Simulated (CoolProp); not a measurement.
Saturation properties of ethylene.

Values from CoolProp's reference Helmholtz-energy equation of state, Smukala 2000.

| T (°C) | p (kPa) | liquid density (kg/m³) | vapour density (kg/m³) | enthalpy of vaporisation (kJ/kg) |
|---|---|---|---|---|
| -60.55 | 739.3 | 500.0 | 13.54 | 407.4 |
| -56.05 | 866.6 | 492.0 | 15.82 | 397.6 |
| -51.55 | 1009 | 483.7 | 18.41 | 387.3 |
| -47.05 | 1168 | 475.1 | 21.34 | 376.3 |
| -42.55 | 1344 | 466.2 | 24.65 | 364.7 |
| -38.05 | 1539 | 456.8 | 28.40 | 352.3 |
| -33.55 | 1753 | 447.0 | 32.66 | 339.1 |
| -29.05 | 1988 | 436.6 | 37.51 | 324.8 |
| -24.55 | 2245 | 425.6 | 43.07 | 309.4 |
| -20.05 | 2525 | 413.8 | 49.49 | 292.5 |
| -15.55 | 2830 | 400.9 | 56.99 | 273.9 |

It boils at -103.8 °C under 1 atm.
